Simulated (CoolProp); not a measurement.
Properties of n-perfluorobutane along the isotherm 144.65 °C.

Model: reference Helmholtz-energy equation of state, Gao 2022, in CoolProp.

```csv
p (MPa),phase,density (kg/m³),speed of sound (m/s),Joule-Thomson coefficient (K/MPa),expansivity (1/kK)
0.0184,gas,1.263,122.8,5.803,2.410
0.0326,gas,2.241,122.7,5.817,2.424
0.0581,gas,4.006,122.4,5.842,2.448
0.103,gas,7.135,121.8,5.889,2.491
0.184,gas,12.86,120.9,5.974,2.572
0.326,gas,23.15,119.1,6.132,2.724
0.581,gas,42.53,115.8,6.443,3.037
1.03,gas,80.05,109.5,7.090,3.756
1.84,gas,164.0,96.46,8.660,6.040
3.26,supercritical,434.2,73.56,11.03,20.38
5.81,supercritical,937.1,134.4,2.021,8.629
```
